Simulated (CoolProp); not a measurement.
c-C4F8 (RC318) along the isobar 3.52 MPa: fugacity coefficient from the reference equation and from simpler models built on Tc = 115.2 °C, pc = 2.778 MPa, ω = 0.355; each cubic takes its own stable root.

Model: reference Helmholtz-energy equation of state, Platzer 1990, in CoolProp. This equation is an older, rougher fit; its heat capacities, sound speeds and derivatives of the liquid may be far off and weren't checked against measurements.

| T (°C) | phase | reference |
|---|---|---|
| 25.55 | liquid | 0.09743 |
| 45.65 | liquid | 0.1657 |
| 65.75 | liquid | 0.2569 |
| 85.95 | liquid | 0.3692 |
| 106.05 | liquid | 0.4947 |
| 126.15 | supercritical | 0.6179 |
| 146.35 | supercritical | 0.6950 |
| 166.45 | supercritical | 0.7465 |
| 186.55 | supercritical | 0.7869 |
| 206.75 | supercritical | 0.8201 |
| 226.85 | supercritical | 0.8477 |

Question: How far does each simpler model (van der Waals, Redlich-Kwong, Soave-Redlich-Kwong, Peng-Robinson) lie from the reference over these 11 states: mean and median of the absolute difference, and the worst?

Answer: 
- van der Waals: mean 34.7 %, median 4.7 %, worst +166.0 % at 25.55 °C and 3.52 MPa
- Redlich-Kwong: mean 13.6 %, median 3.9 %, worst +55.8 % at 25.55 °C and 3.52 MPa
- Soave-Redlich-Kwong: mean 1.1 %, median 1.1 %, worst +1.9 % at 65.75 °C and 3.52 MPa
- Peng-Robinson: mean 2.7 %, median 2.5 %, worst -3.7 % at 146.35 °C and 3.52 MPa
